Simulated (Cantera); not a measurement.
Charge: 1 mol C2H5OH, 1.3 mol NH3, 2.3 mol N2, 0.9 mol H2O, equilibrated at 1 atm.

Method: chemical equilibrium by Gibbs-energy minimisation in Cantera with the NASA 1993 tables (ideal gas, pure condensed phases). Candidate condensed phases: C, C6H6, C7H8, C8H18, H2O; 136 gas species. Rates play no part. All values below are at 3048 K.

Base state: H2 0.448, N2 0.255, CO 0.167, H 0.121, HCN 0.00669, HNC 0.00131, C2H2 (acetylene) 0.000266, CN 0.000196 (mole fractions); condensed: gas only.

Task: What changes in the equilibrium state with this change: pressure from 1 atm to 10.0 mbar?

Result: 
```json
[
 {"species": "H", "before": "0.121", "after": "0.575"},
 {"species": "N2", "before": "0.255", "after": "0.193"},
 {"species": "CO", "before": "0.167", "after": "0.126"},
 {"species": "H2", "before": "0.448", "after": "0.0992"},
 {"species": "C3", "before": "3.87e-7", "after": "4.77e-5"},
 {"species": "C2", "before": "4.35e-7", "after": "5.02e-5"}
]
```
